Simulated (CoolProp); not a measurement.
Vapour pressure (bar) of octamethyltrisiloxane (MDM): the reference equation beside estimates from Tc = 565.4 K, pc = 14.38 bar, ω = 0.528. Clausius-Clapeyron is anchored at 336.9 K with a constant enthalpy of vaporisation of 44.74 kJ/mol.

The numbers come from the reference Helmholtz-energy equation of state, Thol 2017 in CoolProp.

| T (K) | reference | Lee-Kesler | Clausius-Clapeyron | van der Waals | Redlich-Kwong | Soave-Redlich-Kwong | Peng-Robinson |
|---|---|---|---|---|---|---|---|
| 302.6 | 0.006646 | 0.007016 | 0.007155 | 0.6248 | 0.07954 | 0.007064 | 0.007873 |
| 311.2 | 0.01121 | 0.01167 | 0.01170 | 0.7452 | 0.1120 | 0.01174 | 0.01290 |
| 319.8 | 0.01825 | 0.01877 | 0.01862 | 0.8810 | 0.1541 | 0.01887 | 0.02047 |
| 328.3 | 0.02860 | 0.02915 | 0.02879 | 1.031 | 0.2070 | 0.02926 | 0.03139 |
| 336.9 | 0.04375 | 0.04425 | 0.04375 | 1.200 | 0.2738 | 0.04438 | 0.04711 |
| 345.5 | 0.06511 | 0.06547 | 0.06511 | 1.387 | 0.3560 | 0.06560 | 0.06899 |
| 354.1 | 0.09452 | 0.09462 | 0.09504 | 1.593 | 0.4557 | 0.09472 | 0.09878 |
| 362.6 | 0.1336 | 0.1333 | 0.1357 | 1.816 | 0.5735 | 0.1333 | 0.1380 |
| 371.2 | 0.1857 | 0.1848 | 0.1914 | 2.061 | 0.7145 | 0.1848 | 0.1899 |
| 379.8 | 0.2532 | 0.2515 | 0.2658 | 2.328 | 0.8795 | 0.2514 | 0.2569 |

Absolute difference from the reference over all 10 rows, mean and median: Lee-Kesler 1.8 and 0.9 %, Clausius-Clapeyron 2.5 and 1.8 %, van der Waals 3342.8 and 2336.5 %, Redlich-Kwong 558.0 and 486.3 %, Soave-Redlich-Kwong 2.1 and 1.1 %, Peng-Robinson 8.1 and 6.8 %.
